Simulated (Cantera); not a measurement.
**Tantalum, niobium, vanadium and zirconium in process gases: Zr + H₂O**

Feed: 1 mol Zr, 0.99 mol H₂O, held at 0.790 bar.

Cantera equilibrium calculation (NASA polynomials, part measured and part estimated; ideal gas, pure solids and liquids). Candidate condensed phases: H₂O, Zr, ZrO₂; 12 gas species. Mutual solubility and eutectic melting of coexisting phases are not modelled. Condensed phases not in the tables: N, O or C dissolved in the metal. The numbers say what is thermodynamically allowed, not how fast it happens.

From 1002 °C to 1152 °C the condensed part is Zr(β) + ZrO₂(monoclinic). From 1302 °C to 1752 °C the condensed part is Zr(β) + ZrO₂(tetragonal). From 1902 °C to 2202 °C the condensed part is Zr(l) + ZrO₂(tetragonal). From 2352 °C to 2502 °C the condensed part is Zr(l) + ZrO₂(s).

| T (°C) | x H₂ | x H | x ZrO | x H₂O | x Zr | n Zr(β) | n ZrO₂(monoclinic) | n ZrO₂(tetragonal) | n Zr(l) | n ZrO₂(s) |
|---|---|---|---|---|---|---|---|---|---|---|
| 1002 | 1.000 | 8.29e-7 | <1e-12 | 4.93e-11 | <1e-12 | 0.505 | 0.495 | 0 | 0 | 0 |
| 1152 | 1.000 | 7.67e-6 | <1e-12 | 9.28e-10 | <1e-12 | 0.505 | 0.495 | 0 | 0 | 0 |
| 1302 | 1.000 | 4.68e-5 | 2.98e-12 | 9.73e-9 | <1e-12 | 0.505 | 0 | 0.495 | 0 | 0 |
| 1452 | 1.000 | 0.000209 | 1.80e-10 | 6.68e-8 | 9.65e-12 | 0.505 | 0 | 0.495 | 0 | 0 |
| 1602 | 0.999 | 0.000737 | 5.59e-9 | 3.35e-7 | 2.78e-10 | 0.505 | 0 | 0.495 | 0 | 0 |
| 1752 | 0.998 | 0.00216 | 1.03e-7 | 1.32e-6 | 4.86e-9 | 0.505 | 0 | 0.495 | 0 | 0 |
| 1902 | 0.995 | 0.00548 | 1.25e-6 | 4.35e-6 | 5.54e-8 | 0 | 0 | 0.495 | 0.505 | 0 |
| 2052 | 0.988 | 0.0123 | 1.06e-5 | 1.26e-5 | 4.37e-7 | 0 | 0 | 0.495 | 0.505 | 0 |
| 2202 | 0.975 | 0.0250 | 6.85e-5 | 3.17e-5 | 2.67e-6 | 0 | 0 | 0.495 | 0.505 | 0 |
| 2352 | 0.953 | 0.0466 | 0.000356 | 7.12e-5 | 1.32e-5 | 0 | 0 | 0 | 0.505 | 0.495 |
| 2502 | 0.918 | 0.0807 | 0.00154 | 0.000144 | 5.45e-5 | 0 | 0 | 0 | 0.504 | 0.494 |
x: gas mole fraction; n: condensed amount in mol.
